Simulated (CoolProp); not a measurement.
Vapour-liquid equilibrium of n-octane (1) + ethylbenzene (2) at 468.6 K; x and y are mole fractions of (1).

The numbers come from the multi-fluid Helmholtz-energy mixture model, Beckmüller 2019 and Zhou 2012; pair parameters Bell 2016 in CoolProp.

| x | bubble pressure (MPa) | y at the bubble point | dew pressure at overall composition x (MPa) | liquid density (mol/L) |
|---|---|---|---|---|
| 0.05 | 0.4051 | 0.070 | 0.4024 | 6.446 |
| 0.15 | 0.4229 | 0.195 | 0.4165 | 6.211 |
| 0.25 | 0.4386 | 0.307 | 0.4307 | 5.991 |
| 0.35 | 0.4524 | 0.409 | 0.4445 | 5.783 |
| 0.45 | 0.4644 | 0.505 | 0.4576 | 5.588 |
| 0.55 | 0.4750 | 0.596 | 0.4698 | 5.403 |
| 0.65 | 0.4842 | 0.685 | 0.4807 | 5.229 |
| 0.75 | 0.4920 | 0.774 | 0.4901 | 5.066 |
| 0.85 | 0.4985 | 0.863 | 0.4977 | 4.911 |
| 0.95 | 0.5037 | 0.953 | 0.5035 | 4.766 |

No azeotrope shows between x = 0.05 and 0.95.

Pair parameters are fitted to limited data, so mixtures are less certain than the pure fluids.
